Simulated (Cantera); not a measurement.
An isothermal plug-flow reactor at 975 K and 1.01 bar (inlet), inlet velocity 0.19 m/s, active area per volume 230 1/m; feed 0.377 % CH4, 8.68 % O2, 90.2 % N2, 0.765 % H2O.

Computed with Cantera and Deutschmann's 1995 Pt surface mechanism with GRI-Mech 3.0 gas chemistry. Catalytic surfaces can have several steady states; this one follows from the mechanism file's or the stated starting coverage. Mass transfer to the wall is taken as infinitely fast.

Question: Predict: x(CH4) at z = 0.056 m; x(O2) at z = 0.056 m; x(H2O) at z = 0.056 m; x(CO2) at z = 0.056 m; x(CO) at z = 0.056 m; θ(free Pt) at the exit; θ(O*) at the exit; θ(OH*) at the exit.

Answer: 
```json
{
  "x(CH4) at z = 0.056 m": "7.67e-5",
  "x(O2) at z = 0.056 m": "0.0794",
  "x(H2O) at z = 0.056 m": "0.0150",
  "x(CO2) at z = 0.056 m": "0.00364",
  "x(CO) at z = 0.056 m": "8.90e-8",
  "θ(free Pt) at the exit": "0.181",
  "θ(O*) at the exit": "0.816",
  "θ(OH*) at the exit": "0.00233"
}
```
